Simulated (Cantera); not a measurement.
Feed: 1 mol TEOS, 0.39 mol O2, 7.4 mol H2, equilibrated at 0.165 Torr.

Cantera equilibrium calculation (NASA polynomials, part measured and part estimated; ideal gas, pure solids and liquids). Candidate condensed phases: C, C6H6, C7H8, C8H18, H2O, Si, SiC, SiO2; 123 gas species. The feed counts by its element totals alone. Kinetics and transport are ignored.

Over these rows the condensed part is C(graphite) + SiC(s). Partial pressures as log10 of bar:

```csv
T (K),1000/T (1/K),log p C2H2 (acetylene),log p H2,log p CO
1223,0.8177,-10.57,-3.76,-4.32
1298,0.7704,?,-3.76,-4.32
1373,0.7283,-9.53,-3.76,-4.32
1448,0.6906,-9.09,-3.76,-4.32
1523,0.6566,-8.69,-3.76,-4.33
1598,0.6258,-8.33,-3.76,-4.33
```

**Question.** Fit log p(C2H2 (acetylene)) = a + b·(1000/T) to the five rows, give the apparent enthalpy, and predict the row at 1298 K.

**Answer.** Means: 1000/T = 0.7038, log p = -9.242. Sxy = -0.257512, Sxx = 0.0220595, so b = -11.67 and a = -9.242 − (-11.67)×0.7038 = -1.03.
Apparent enthalpy: −19.145 × (-11.67) = 223 kJ/mol. With the condensed phases at unit activity, 2 C(graphite) + H2(g) = C2H2 (acetylene)(g) links this pressure to the main gases: over the six rows their terms move log p by +0.00 in all, so the slope is close to that reaction's ΔH°. The five rows lie within 0.01 of the line.
Prediction at 1298 K: -1.03 + (-11.67)×0.7704 = -10.02. The computed value is -10.02, 0.00 from the line.
